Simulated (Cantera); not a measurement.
A Cantera script and what it prints.

```python
import numpy as np
import cantera as ct

gas_names = [...]  # 139 gases of nasa_gas.yaml made of C, H, N, O, Pb
cond_names = """
    C(gr) C6H6(L) C7H8(L) C8H18(L),n-octa H2O(s) H2O(L) Pb(cr) Pb(L) PbO(rd) PbO(yw) PbO(L) PbO2(s)
    Pb3O4(s)
""".split()


# ... load() reads the species with a 1 bar reference pressure and builds the phases ...
atoms = {
    'PbO': {'Pb': 1, 'O': 1},
    'H2': {'H': 2},
    'N2': {'N': 2},
    'CO': {'C': 1, 'O': 1},
}
top_T = {'C(gr)': 4500, 'Pb3O4(s)': 820}  # K; cautious upper limits of use, not melting points


# ... equilibrate(T, P, feed) seeds the gas with the atoms and calls Mixture.equilibrate('TP', solver="vcs", rtol=1e-11, max_steps=5000) ...
results = []
feed = {'PbO': 1, 'H2': 0.58, 'N2': 56, 'CO': 0.13}  # mol
P = 10000  # Pa
for T in [1150, 1175, 1200, 1225, 1250, 1275, 1300, 1325, 1350, 1375, 1400, 1425, 1450, 1475]:
    mix = equilibrate(T, P, feed)
    results.append((T, P, feed, dict(zip(mix.species_names, mix.species_moles))))
    x = sorted(zip(gas.X, gas.species_names), reverse=True)
    print(f"T = {T:g} K  P = {P:g} Pa  gas = {mix.phase_moles(0):.4g} mol")
    print("   x: " + "  ".join(f"{s} {v:.3e}" for v, s in x if v > 1e-06))
    print("   condensed (mol): " + ("  ".join(f"{mix.phase(i).name} {mix.phase_moles(i):.4g}"
          for i in range(1, mix.n_phases) if mix.phase_moles(i) > 1e-12) or "none"))
```

Output:

```
T = 1150 K  P = 10000 Pa  gas = 56.89 mol
   x: N2 9.844e-01  H2O 1.019e-02  Pb 2.897e-03  CO2 2.285e-03  PbO 2.277e-04  H2 2.451e-06
   condensed (mol): Pb(L) 0.545  PbO(yw) 0.2772
T = 1175 K  P = 10000 Pa  gas = 56.98 mol
   x: N2 9.828e-01  H2O 1.018e-02  Pb 4.354e-03  CO2 2.281e-03  PbO 4.031e-04  H2 2.730e-06
   condensed (mol): Pb(L) 0.4617  PbO(L) 0.2672
T = 1200 K  P = 10000 Pa  gas = 57.12 mol
   x: N2 9.805e-01  H2O 1.015e-02  Pb 6.431e-03  CO2 2.275e-03  PbO 6.823e-04  H2 3.088e-06
   condensed (mol): Pb(L) 0.3424  PbO(L) 0.2513
T = 1225 K  P = 10000 Pa  gas = 57.31 mol
   x: N2 9.771e-01  H2O 1.012e-02  Pb 9.345e-03  CO2 2.267e-03  PbO 1.129e-03  H2 3.477e-06  CO 1.144e-06
   condensed (mol): Pb(L) 0.1741  PbO(L) 0.2256
T = 1250 K  P = 10000 Pa  gas = 57.52 mol
   x: N2 9.735e-01  Pb 1.234e-02  H2O 1.008e-02  CO2 2.259e-03  PbO 1.827e-03  H2 3.596e-06  CO 1.261e-06
   condensed (mol): PbO(L) 0.1851
T = 1275 K  P = 10000 Pa  gas = 57.59 mol
   x: N2 9.724e-01  Pb 1.233e-02  H2O 1.007e-02  PbO 2.899e-03  CO2 2.256e-03  H2 2.854e-06  CO 1.064e-06
   condensed (mol): PbO(L) 0.1232
T = 1300 K  P = 10000 Pa  gas = 57.68 mol
   x: N2 9.709e-01  Pb 1.231e-02  H2O 1.005e-02  PbO 4.513e-03  CO2 2.253e-03  H2 2.286e-06  O2 1.457e-06  NO 1.157e-06
   condensed (mol): PbO(L) 0.02962
T = 1325 K  P = 10000 Pa  gas = 57.71 mol
   x: N2 9.704e-01  Pb 1.231e-02  H2O 1.005e-02  PbO 5.021e-03  CO2 2.252e-03  O2 2.803e-06  H2 2.546e-06  NO 1.883e-06  CO 1.063e-06
   condensed (mol): none
T = 1350 K  P = 10000 Pa  gas = 57.71 mol
   x: N2 9.704e-01  Pb 1.231e-02  H2O 1.005e-02  PbO 5.018e-03  CO2 2.251e-03  O2 4.278e-06  H2 3.135e-06  NO 2.713e-06  CO 1.381e-06
   condensed (mol): none
T = 1375 K  P = 10000 Pa  gas = 57.71 mol
   x: N2 9.704e-01  Pb 1.231e-02  H2O 1.005e-02  PbO 5.013e-03  CO2 2.251e-03  O2 6.424e-06  NO 3.855e-06  H2 3.833e-06  CO 1.776e-06  OH 1.001e-06
   condensed (mol): none
T = 1400 K  P = 10000 Pa  gas = 57.71 mol
   x: N2 9.704e-01  Pb 1.232e-02  H2O 1.004e-02  PbO 5.007e-03  CO2 2.250e-03  O2 9.497e-06  NO 5.407e-06  H2 4.657e-06  CO 2.265e-06  OH 1.423e-06
   condensed (mol): none
T = 1425 K  P = 10000 Pa  gas = 57.71 mol
   x: N2 9.703e-01  Pb 1.233e-02  H2O 1.004e-02  PbO 4.997e-03  CO2 2.250e-03  O2 1.383e-05  NO 7.489e-06  H2 5.624e-06  CO 2.866e-06  OH 1.997e-06
   condensed (mol): none
T = 1450 K  P = 10000 Pa  gas = 57.71 mol
   x: N2 9.703e-01  Pb 1.234e-02  H2O 1.004e-02  PbO 4.984e-03  CO2 2.249e-03  O2 1.983e-05  NO 1.024e-05  H2 6.756e-06  CO 3.599e-06  OH 2.770e-06
   condensed (mol): none
T = 1475 K  P = 10000 Pa  gas = 57.71 mol
   x: N2 9.703e-01  Pb 1.236e-02  H2O 1.004e-02  PbO 4.966e-03  CO2 2.248e-03  O2 2.800e-05  NO 1.385e-05  H2 8.078e-06  CO 4.492e-06  OH 3.796e-06
   condensed (mol): none
```

These are equilibrium values from Cantera (NASA tables, ideal gas, pure condensed phases), not measurements of a reactor. Each liquid is taken as pure. Mutual solubility and eutectic melting of coexisting phases are not modelled. Gases not in the tables: (PbO)n polymers.
